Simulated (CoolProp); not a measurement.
R407C at 298.15 K and 0.999 MPa flows at 0.078 m/s in a round tube of 25 mm bore and 1.5 µm roughness, fully developed (64/Re and Nu = 3.66 if laminar; Colebrook and Gnielinski if turbulent). Each further row changes one setting.

The numbers come from the reference Helmholtz-energy equation of state, Lemmon 2003 in CoolProp. It is a pseudo-pure fit of the blend.

```
case                Reynolds number  Darcy friction factor  pressure drop (Pa/m)  heat-transfer coefficient (W/(m² K))  mass flow (kg/h)
------------------  ---------------  ---------------------  --------------------  ------------------------------------  ----------------
as stated                      6600                 0.0346                 0.180                                  13.8              5.87
velocity 0.156 m/s            13200                 0.0288                 0.598                                  25.1              11.7
diameter 50 mm                13200                 0.0288                0.0746                                  12.5              23.5
```

Viscosity comes from a separate model (Geller 2000). Thermal conductivity comes from a separate model (Geller 2001).
